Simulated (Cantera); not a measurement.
A closed system holds: 1 mol FeS₂, 1.8 mol H₂, at 75.0 Torr.

Method: chemical equilibrium by Gibbs-energy minimisation in Cantera with the NASA 1993 tables (ideal gas, pure condensed phases). Candidate condensed phases: Fe, FeS, FeS₂, S; 8 gas species. FeS: taken at fixed stoichiometry. Gases not in the tables: S₃ to S₇. Kinetics and transport are ignored. All values below are at 948 K.

Base state: H₂S 0.555, H₂ 0.445, S₂ 0.000258 (mole fractions); condensed: FeS(s).

What changes in the equilibrium state with this change: FeS₂ replaced by Fe₃O₄?


```json
[
 {"species": "H₂O", "before": "0", "after": "0.556"},
 {"species": "H₂", "before": "0.445", "after": "0.444"},
 {"species": "H₂S", "before": "0.555", "after": "0"},
 {"species": "S₂", "before": "0.000258", "after": "0"},
 {"species": "FeS(s), mol", "before": "1.00", "after": "0"},
 {"species": "FeO(s), mol", "before": "0", "after": "3.00"}
]
```
The tables' stoichiometric FeO is somewhat more stable than real wüstite, so its field is too wide. FeO: taken at fixed stoichiometry. Further candidate phases: FeO, Fe(OH)₂, Fe(OH)₃, Fe₂O₃, Fe₃O₄, H₂O.
